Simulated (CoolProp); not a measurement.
Vapour-liquid equilibrium of benzene (1) + n-heptane (2) at 367.3 K; x and y are mole fractions of (1).

Values from CoolProp's multi-fluid Helmholtz-energy mixture model, Thol 2012 and Span 2003; pair parameters Bell 2016.

Q: Give the bubble pressure and the first vapour's composition at x = 0.05, 0.575, 0.875. Is there an azeotrope?

A: x = 0.05: 0.09458 MPa, y = 0.100; x = 0.575: 0.1381 MPa, y = 0.691; x = 0.875: 0.1508 MPa, y = 0.897. No azeotrope shows between x = 0.05 and 0.95.

Pair parameters are fitted to limited data, so mixtures are less certain than the pure fluids.
